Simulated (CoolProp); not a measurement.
Carbon dioxide at 293.15 K and 8.88 MPa flows at 0.18 m/s in a round tube of 10 mm bore and 15 µm roughness, fully developed (64/Re and Nu = 3.66 if laminar; Colebrook and Gnielinski if turbulent). Each further row changes one setting.

Computed with CoolProp (reference Helmholtz-energy equation of state, Span 1996).

```csv
case,Reynolds number,Darcy friction factor,pressure drop (Pa/m),heat-transfer coefficient (W/(m² K)),mass flow (kg/h)
as stated,19100,0.0291,39.7,917,42.8
velocity 0.36 m/s,38200,0.0262,143,1730,85.7
diameter 20 mm,38200,0.0243,16.6,813,171
```

Viscosity comes from a separate model (Laesecke 2017). Thermal conductivity comes from a separate model (Huber 2016).
